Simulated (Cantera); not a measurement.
A closed system holds: 1 mol PbO, a varied amount of CO, 90 mol N2, equilibrated at 552 °C and 100 Torr.

Cantera equilibrium calculation (NASA polynomials, part measured and part estimated; ideal gas, pure solids and liquids). Candidate condensed phases: C, Pb, PbO, PbO2, Pb3O4; 27 gas species. The numbers say what is thermodynamically allowed, not how fast it happens.

**Question.** At 1.3 mol CO, list the 3 most abundant gas species with their mole fractions, and the condensed phases.

**Answer.** N2 0.986, CO2 0.0110, CO 0.00329. Condensed: Pb(l).
